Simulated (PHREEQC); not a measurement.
A solution holds 0.0016 mol KOH and 0.085 mol NaHCO3 per kg of water, at 25 °C. Closed to the air; pH follows from the charge balance.

All values are PHREEQC results (Pitzer model, pitzer.dat), not measurements.

Each row changes one thing in this solution. This is a speciation only: nothing precipitates in the calculation.

| case | pH | ionic strength (mol/kgw) |
|---|---|---|
| as made | 8.32 | 0.0890 |
| NaHCO3 from 0.085 to 0.425 mol/kgw | 7.91 | 0.435 |
| 0.012 mol/kgw Na2CO3 added | 9.06 | 0.124 |
| KOH replaced by K2SO4 at the same molality | 8.07 | 0.0911 |
| NaHCO3 replaced by NaCl at the same molality | 11.09 | 0.0866 |
| KOH from 0.0016 to 0.0008 mol/kgw | 8.20 | 0.0876 |
| KOH from 0.0016 to 0.008 mol/kgw | 8.90 | 0.101 |
